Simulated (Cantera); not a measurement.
What does this Cantera script print?

```python
import numpy as np
import cantera as ct

gas_names = """
    AL ALN ALO ALO2 AL2 AL2O AL2O2 N NO NO2 NO3 N2 N2O O O2 O3 Si SiN SiO SiO2 Si2 Si2N Si3
""".split()
cond_names = """
    AL(cr) AL(L) ALN(s) AL2O3(a) AL2O3(L) AL2SiO5(an) AL6Si2O13(s) Si(cr) Si(L) SiO2(Lqz) SiO2(hqz)
    SiO2(L) Si2N2O(s) Si3N4(a)
""".split()


# ... load() reads the species with a 1 bar reference pressure and builds the phases ...
atoms = {
    'SiO2': {'Si': 1, 'O': 2},
    'Al2O3': {'AL': 2, 'O': 3},
    'N2': {'N': 2},
}
top_T = {'ALN(s)': 2750, 'AL2SiO5(an)': 2000, 'AL6Si2O13(s)': 2100, 'Si2N2O(s)': 2100, 'Si3N4(a)': 2400}  # K; cautious upper limits of use, not melting points


# ... equilibrate(T, P, feed) seeds the gas with the atoms and calls Mixture.equilibrate('TP', solver="vcs", rtol=1e-11, max_steps=5000) ...
results = []
feed = {'SiO2': 1, 'Al2O3': 0.88, 'N2': 0.39}  # mol
T = 1048  # K
P = 27  # Pa
mix = equilibrate(T, P, feed)
results.append((T, P, feed, dict(zip(mix.species_names, mix.species_moles))))
x = sorted(zip(gas.X, gas.species_names), reverse=True)
print(f"T = {T:g} K  P = {P:g} Pa  gas = {mix.phase_moles(0):.4g} mol")
print("   x: " + "  ".join(f"{s} {v:.3e}" for v, s in x if v > 0.001))
print("   condensed (mol): " + ("  ".join(f"{mix.phase(i).name} {mix.phase_moles(i):.4g}"
      for i in range(1, mix.n_phases) if mix.phase_moles(i) > 1e-12) or "none"))
```

Output:

```
T = 1048 K  P = 27 Pa  gas = 0.39 mol
   x: N2 1.000e+00
   condensed (mol): AL2SiO5(an) 0.88  SiO2(hqz) 0.12
```

Equilibrium computed with Cantera from the NASA thermochemical tables; the gas is ideal and each condensed phase is pure. Mutual solubility and eutectic melting of coexisting phases are not modelled. Condensed phases not in the tables: alloys, solid solutions and most ternary compounds.
